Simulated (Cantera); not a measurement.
Input: 1 mol Pb, 0.73 mol CO, 27 mol H₂, equilibrated at 1198 K and 2.18 Torr.

Cantera equilibrium calculation (NASA polynomials, part measured and part estimated; ideal gas, pure solids and liquids). Candidate condensed phases: C, C₆H₆, C₇H₈, C₈H₁₈, H₂O, Pb, PbO, PbO₂, Pb₃O₄; 113 gas species. The numbers say what is thermodynamically allowed, not how fast it happens.

**Question.** What is the equilibrium state?

**Answer.** 
| Quantity | Value |
|---|---|
| x(H₂) | 0.940 |
| x(Pb) | 0.0348 |
| x(CO) | 0.0254 |
| x(CH₄) | 8.77e-6 |
| x(H₂O) | 8.61e-6 |
| x(H) | 3.42e-6 |
| gas amount | 28.73 mol |
| log10 activity of C(graphite) (absent) | -0.67 |
| log10 activity of Pb(l) (absent) | -0.79 |
| log10 activity of PbO₂(s) (absent) | -24.93 |
